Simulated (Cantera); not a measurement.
Cantera run:

```python
import numpy as np
import cantera as ct

gas_names = """
    H HO2 H2 H2O H2O2 O OH O2 O3 Si SiH SiH2 SiH3 SiH4 SiO SiO2 Si2 Si3
""".split()
cond_names = """
    H2O(s) H2O(L) Si(cr) Si(L) SiO2(Lqz) SiO2(hqz) SiO2(L)
""".split()


# ... load() reads the species with a 1 bar reference pressure and builds the phases ...
atoms = {
    'Si': {'Si': 1},
    'O2': {'O': 2},
    'H2': {'H': 2},
    'H2O': {'H': 2, 'O': 1},
}
top_T = {}  # K; cautious upper limits of use, not melting points


# ... equilibrate(T, P, feed) seeds the gas with the atoms and calls Mixture.equilibrate('TP', solver="vcs", rtol=1e-11, max_steps=5000) ...
results = []
feed = {'Si': 1, 'O2': 0.036, 'H2': 840, 'H2O': 0.0029}  # mol
P = 150  # Pa
for T in [1025, 1100, 1175, 1250, 1325, 1400, 1475, 1550, 1625, 1700, 1775, 1850, 1925]:
    mix = equilibrate(T, P, feed)
    results.append((T, P, feed, dict(zip(mix.species_names, mix.species_moles))))

top = {s: max(r[3][s] / sum(r[3][g] for g in gas_names) for r in results) for s in gas_names}
cols = sorted((s for s in top if top[s] > 1e-05), key=lambda s: -top[s])[:7]
seen = [c for c in cond_names if any(r[3].get(c, 0) > 1e-12 for r in results)]
print("log10 of partial pressures in bar; condensed amounts in mol")
print(f"{'T/K':>10s}" + "".join(f"{s[:9]:>10s}" for s in cols + seen))
for T, P, feed, n in results:
    ng = sum(n[g] for g in gas_names)
    print(f"{T:10.4g}" + "".join(f"{np.log10(max(n[s] / ng * P / 1e5, 1e-99)):10.3f}" for s in cols)
          + "".join(f"{n.get(c, 0):10.4g}" for c in seen))
```

Output:

```
log10 of partial pressures in bar; condensed amounts in mol
       T/K        H2         H        Si       SiO       SiH      SiH2    Si(cr)     Si(L) SiO2(hqz)
      1025    -2.824    -9.773   -15.181    -8.841   -14.848   -12.544    0.9621         0   0.03705
      1100    -2.824    -8.999   -13.626    -7.637   -13.559   -11.705    0.9561         0   0.03099
      1175    -2.824    -8.324   -12.271    -6.874   -12.436   -10.973    0.9251         0         0
      1250    -2.824    -7.728   -11.081    -6.874   -11.450   -10.328    0.9251         0         0
      1325    -2.824    -7.198   -10.025    -6.874   -10.577    -9.758    0.9249         0         0
      1400    -2.824    -6.725    -9.085    -6.874    -9.798    -9.248    0.9242         0         0
      1475    -2.824    -6.299    -8.240    -6.874    -9.100    -8.791    0.9205         0         0
      1550    -2.824    -5.914    -7.479    -6.874    -8.471    -8.378    0.9022         0         0
      1625    -2.825    -5.564    -6.788    -6.874    -7.901    -8.005    0.8205         0         0
      1700    -2.826    -5.245    -6.168    -6.875    -7.392    -7.674         0    0.5049         0
      1775    -2.828    -4.952    -5.815    -6.876    -7.140    -7.586         0         0         0
      1850    -2.830    -4.684    -5.807    -6.877    -7.226    -7.822         0         0         0
      1925    -2.835    -4.437    -5.804    -6.880    -7.311    -8.047         0         0         0
```

Method: chemical equilibrium by Gibbs-energy minimisation in Cantera with the NASA 1993 tables (ideal gas, pure condensed phases). Mutual solubility and eutectic melting of coexisting phases are not modelled. Gases not in the tables: Si2H6 and higher silanes.
